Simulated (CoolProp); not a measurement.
Oxygen along the isobar 6910 kPa: fugacity coefficient from the reference equation and from simpler models built on Tc = -118.6 °C, pc = 5046 kPa, ω = 0.022; each cubic takes its own stable root.

The numbers come from the reference Helmholtz-energy equation of state, Schmidt 1985 in CoolProp. Above 300 K oxygen's equation is extrapolated.

```tsv
T (°C)	phase	reference
-179.65	liquid	0.02515
-153.35	liquid	0.1524
-127.05	liquid	0.4199
-100.75	supercritical	0.6886
-74.35	supercritical	0.8042
-48.05	supercritical	0.8712
-21.75	supercritical	0.9143
4.55	supercritical	0.9434
30.85	supercritical	0.9637
57.25	supercritical	0.9783
83.55	supercritical	0.9888
109.85	supercritical	0.9966
```

How far does each simpler model (van der Waals, Redlich-Kwong, Soave-Redlich-Kwong, Peng-Robinson) lie from the reference over these 12 states: mean and median of the absolute difference, and the worst?


- van der Waals: mean 28.0 %, median 2.2 %, worst +238.6 % at -179.65 °C and 6910 kPa
- Redlich-Kwong: mean 2.4 %, median 0.6 %, worst -20.0 % at -179.65 °C and 6910 kPa
- Soave-Redlich-Kwong: mean 0.7 %, median 0.6 %, worst +1.5 % at -127.05 °C and 6910 kPa
- Peng-Robinson: mean 2.2 %, median 2.0 %, worst -4.3 % at -100.75 °C and 6910 kPa
